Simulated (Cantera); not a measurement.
## Boron, boron nitride and boron oxide: borazine + O2 + N2 + H2O

Input: 1 mol borazine, a varied amount of O2, 0.83 mol N2, 19 mol H2O, equilibrated at 1500 K and 0.410 bar.

Method: chemical equilibrium by Gibbs-energy minimisation in Cantera with the NASA 1993 tables (ideal gas, pure condensed phases). Candidate condensed phases: B, BN, B2O3, B3O3H3, H2O; 39 gas species. The feed counts by its element totals alone. Gases not in the tables: H3BO3. Equilibrium is a limit: real reactors are often held back by kinetics, nucleation or transport.

From 0.45 mol O2 to 7.5 mol O2 the condensed part is B2O3(l). The share of B in condensed phases is highest at 0.45 mol O2 (72.2 %) and lowest at 7.5 mol O2 (63.1 %).

```json
[
 {"n(O2) (mol)": "0.45", "x H2O": "0.607", "x H2": "0.267", "x O2": "4.50e-11", "x N2": "0.0944", "x HBO2": "0.0295", "n B2O3(l)": "1.08"},
 {"n(O2) (mol)": "1.1", "x H2O": "0.659", "x H2": "0.215", "x O2": "8.22e-11", "x N2": "0.0944", "x HBO2": "0.0307", "n B2O3(l)": "1.06"},
 {"n(O2) (mol)": "1.7", "x H2O": "0.706", "x H2": "0.166", "x O2": "1.58e-10", "x N2": "0.0943", "x HBO2": "0.0318", "n B2O3(l)": "1.04"},
 {"n(O2) (mol)": "2.4", "x H2O": "0.761", "x H2": "0.109", "x O2": "4.24e-10", "x N2": "0.0943", "x HBO2": "0.0330", "n B2O3(l)": "1.02"},
 {"n(O2) (mol)": "3", "x H2O": "0.809", "x H2": "0.0607", "x O2": "1.55e-9", "x N2": "0.0942", "x HBO2": "0.0341", "n B2O3(l)": "0.998"},
 {"n(O2) (mol)": "3.7", "x H2O": "0.864", "x H2": "0.00405", "x O2": "3.98e-7", "x N2": "0.0942", "x HBO2": "0.0352", "n B2O3(l)": "0.975"},
 {"n(O2) (mol)": "4.3", "x H2O": "0.849", "x H2": "1.70e-5", "x O2": "0.0216", "x N2": "0.0920", "x HBO2": "0.0349", "n B2O3(l)": "0.969"},
 {"n(O2) (mol)": "5", "x H2O": "0.825", "x H2": "1.11e-5", "x O2": "0.0479", "x N2": "0.0895", "x HBO2": "0.0344", "n B2O3(l)": "0.964"},
 {"n(O2) (mol)": "5.6", "x H2O": "0.807", "x H2": "9.05e-6", "x O2": "0.0694", "x N2": "0.0875", "x HBO2": "0.0340", "n B2O3(l)": "0.960"},
 {"n(O2) (mol)": "6.2", "x H2O": "0.788", "x H2": "7.77e-6", "x O2": "0.0898", "x N2": "0.0855", "x HBO2": "0.0336", "n B2O3(l)": "0.956"},
 {"n(O2) (mol)": "6.9", "x H2O": "0.768", "x H2": "6.76e-6", "x O2": "0.113", "x N2": "0.0833", "x HBO2": "0.0332", "n B2O3(l)": "0.951"},
 {"n(O2) (mol)": "7.5", "x H2O": "0.752", "x H2": "6.13e-6", "x O2": "0.131", "x N2": "0.0815", "x HBO2": "0.0328", "n B2O3(l)": "0.947"}
]
```
x: gas mole fraction; n: condensed amount in mol.
